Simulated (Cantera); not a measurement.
Input: 1 mol Ta2O5, 14 mol H2, 2.7 mol H2O, at 2.10 mbar.

Method: chemical equilibrium by Gibbs-energy minimisation in Cantera with the NASA 1993 tables (ideal gas, pure condensed phases). Candidate condensed phases: H2O, Ta, Ta2O5; 12 gas species. The numbers say what is thermodynamically allowed, not how fast it happens.

At 1973 K, list the 6 most abundant gas species with their mole fractions, and the condensed phases.

H2 0.814, H2O 0.159, H 0.0266, OH 0.000493, TaO2 2.84e-5, O 1.18e-5. Condensed: Ta2O5(s).
